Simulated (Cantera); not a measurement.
What does this Cantera script print?

```python
import numpy as np
import cantera as ct

gas = ct.Solution("h2o2.yaml")
gas.TPX = 325, 160000, {'H2': 1, 'O2': 0.704, 'N2': 2.46}
flame = ct.FreeFlame(gas, width=0.029)
flame.set_refine_criteria(ratio=3, slope=0.08, curve=0.16)
flame.transport_model = "mixture-averaged"
flame.solve(loglevel=0, auto=True)
z, T = flame.grid, flame.T
thick = (T[-1] - T[0]) / np.gradient(T, z).max()
show = ['H2', 'O2', 'H2O', 'H2O2', 'H', 'HO2']
print(f"laminar burning velocity  {flame.velocity[0] * 100:.3f} cm/s")
print(f"burnt temperature         {T[-1]:.1f} K")
print(f"thermal thickness         {thick * 1e3:.4f} mm")
print(f"grid points               {len(z)}")
z0 = z[flame.heat_release_rate.argmax()]
print(f"{'z/mm':>9s}{'T/K':>9s}{'u/(m/s)':>9s}" + "".join(f"{s:>11s}" for s in show))
rows = []
for k in (-3, -2, -1.5, -1, -0.5, -0.25, 0, 0.25, 0.5, 1, 2, 4, 8):
    zz = z0 + k * thick
    rows.append([k * thick, np.interp(zz, z, T), np.interp(zz, z, flame.velocity),
                 *(np.interp(zz, z, flame.X[gas.species_index(s)]) for s in show)])
    print(f"{rows[-1][0] * 1e3:9.3f}{rows[-1][1]:9.1f}{rows[-1][2]:9.3f}" + "".join(f"{x:11.3e}" for x in rows[-1][3:]))
```

Result:

```
laminar burning velocity  156.170 cm/s
burnt temperature         2093.7 K
thermal thickness         0.1934 mm
grid points               109
     z/mm      T/K  u/(m/s)         H2         O2        H2O       H2O2          H        HO2
   -0.580    325.0    1.562  2.401e-01  1.691e-01  4.267e-09  1.871e-11  4.071e-16  6.323e-11
   -0.387    325.0    1.561  2.398e-01  1.692e-01  3.488e-07  1.918e-09  3.095e-14  6.314e-09
   -0.290    325.2    1.560  2.388e-01  1.694e-01  2.773e-06  1.678e-08  5.385e-13  5.480e-08
   -0.193    327.8    1.563  2.338e-01  1.705e-01  6.855e-05  5.129e-07  9.888e-11  1.646e-06
   -0.097    412.4    1.894  1.988e-01  1.755e-01  6.137e-03  5.130e-05  3.796e-06  2.360e-04
   -0.048    747.3    3.312  1.480e-01  1.657e-01  4.457e-02  1.026e-04  1.334e-03  4.681e-04
    0.000   1162.9    5.055  8.830e-02  1.332e-01  1.162e-01  2.789e-05  8.263e-03  2.071e-04
    0.048   1451.8    6.277  4.234e-02  9.465e-02  1.822e-01  6.393e-06  1.430e-02  1.123e-04
    0.097   1618.1    6.979  2.219e-02  7.411e-02  2.148e-01  3.327e-06  1.421e-02  7.166e-05
    0.193   1785.3    7.662  1.278e-02  6.356e-02  2.342e-01  1.630e-06  9.322e-03  4.296e-05
    0.387   1922.6    8.199  8.216e-03  6.018e-02  2.460e-01  8.663e-07  4.237e-03  2.392e-05
    0.774   2016.4    8.554  4.271e-03  5.873e-02  2.553e-01  5.095e-07  1.411e-03  1.163e-05
    1.547   2066.2    8.738  1.807e-03  5.851e-02  2.610e-01  3.140e-07  3.693e-04  5.513e-06
```

Cantera simulation using the H2/O2 subset of GRI-Mech 3.0, which has no nitrogen chemistry; the numbers are that mechanism's predictions, not measurements. Burning velocities carry a grid error of a few per cent, more on coarse grids.
